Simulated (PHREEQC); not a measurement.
1.2 g of hydrous ferric oxide (600 m²/g; 0.2 weak and 0.005 strong sites per Fe, Dzombak-Morel constants, diffuse double layer) in 1 kg of water with 0.05 mol/kgw of an inert sodium salt, at 25 °C; the pH is set by adding NaOH or the inert anion's acid. O2 is buffered at 0.21 atm. CO2 from the air is kept out. Nothing may precipitate in this run.

Base run: PHREEQC, ion-association model, wateq4f.dat. Each further column changes one thing. The table gives surface charge σ (C/m²).

```json
[
 {"pH": "4", "base": "0.295", "background salt from 0.05 to 0.005 mol/kgw": "0.188", "oxide from 1.2 to 6 g/kgw": "0.298", "0.003 mol/kgw BaCl2 added": "0.302"},
 {"pH": "4.5", "base": "0.239", "background salt from 0.05 to 0.005 mol/kgw": "0.135", "oxide from 1.2 to 6 g/kgw": "0.243", "0.003 mol/kgw BaCl2 added": "0.247"},
 {"pH": "5", "base": "0.181", "background salt from 0.05 to 0.005 mol/kgw": "0.092", "oxide from 1.2 to 6 g/kgw": "0.184", "0.003 mol/kgw BaCl2 added": "…"},
 {"pH": "5.5", "base": "0.130", "background salt from 0.05 to 0.005 mol/kgw": "0.060", "oxide from 1.2 to 6 g/kgw": "0.132", "0.003 mol/kgw BaCl2 added": "…"},
 {"pH": "6", "base": "0.089", "background salt from 0.05 to 0.005 mol/kgw": "…", "oxide from 1.2 to 6 g/kgw": "0.090", "0.003 mol/kgw BaCl2 added": "0.095"},
 {"pH": "6.5", "base": "0.058", "background salt from 0.05 to 0.005 mol/kgw": "0.023", "oxide from 1.2 to 6 g/kgw": "0.058", "0.003 mol/kgw BaCl2 added": "0.063"},
 {"pH": "7", "base": "0.034", "background salt from 0.05 to 0.005 mol/kgw": "…", "oxide from 1.2 to 6 g/kgw": "0.034", "0.003 mol/kgw BaCl2 added": "0.039"},
 {"pH": "7.5", "base": "0.017", "background salt from 0.05 to 0.005 mol/kgw": "0.006", "oxide from 1.2 to 6 g/kgw": "0.017", "0.003 mol/kgw BaCl2 added": "0.021"},
 {"pH": "8", "base": "0.003", "background salt from 0.05 to 0.005 mol/kgw": "0.001", "oxide from 1.2 to 6 g/kgw": "0.003", "0.003 mol/kgw BaCl2 added": "0.006"},
 {"pH": "8.5", "base": "-0.010", "background salt from 0.05 to 0.005 mol/kgw": "…", "oxide from 1.2 to 6 g/kgw": "-0.010", "0.003 mol/kgw BaCl2 added": "-0.007"},
 {"pH": "9", "base": "-0.026", "background salt from 0.05 to 0.005 mol/kgw": "-0.009", "oxide from 1.2 to 6 g/kgw": "-0.026", "0.003 mol/kgw BaCl2 added": "-0.015"},
 {"pH": "9.5", "base": "-0.046", "background salt from 0.05 to 0.005 mol/kgw": "-0.018", "oxide from 1.2 to 6 g/kgw": "-0.047", "0.003 mol/kgw BaCl2 added": "-0.020"},
 {"pH": "10", "base": "-0.074", "background salt from 0.05 to 0.005 mol/kgw": "…", "oxide from 1.2 to 6 g/kgw": "-0.075", "0.003 mol/kgw BaCl2 added": "-0.021"}
]
```

Question: Some entries are withheld; supply them.

Answer: 
- 5, 0.003 mol/kgw BaCl2 added: 0.189
- 5.5, 0.003 mol/kgw BaCl2 added: 0.137
- 6, background salt from 0.05 to 0.005 mol/kgw: 0.038
- 7, background salt from 0.05 to 0.005 mol/kgw: 0.013
- 8.5, background salt from 0.05 to 0.005 mol/kgw: -0.004
- 10, background salt from 0.05 to 0.005 mol/kgw: -0.031
